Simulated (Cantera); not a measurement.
Feed: 1 mol Fe2O3, 5.8 mol H2, equilibrated at 0.0120 bar.

These are equilibrium values from Cantera (NASA tables, ideal gas, pure condensed phases), not measurements of a reactor. Candidate condensed phases: Fe, FeO, Fe(OH)2, Fe(OH)3, Fe2O3, Fe3O4, H2O; 12 gas species. Mutual solubility and eutectic melting of coexisting phases are not modelled. The tables' stoichiometric FeO is somewhat more stable than real wüstite, so its field is too wide. FeO: taken at fixed stoichiometry. The numbers say what is thermodynamically allowed, not how fast it happens.

**Question.** At 1452 °C, list the 4 most abundant gas species with their mole fractions, and the condensed phases.

**Answer.** H2 0.681, H2O 0.317, H 0.00140, Fe 0.000785. Condensed: Fe(δ) + FeO(l).
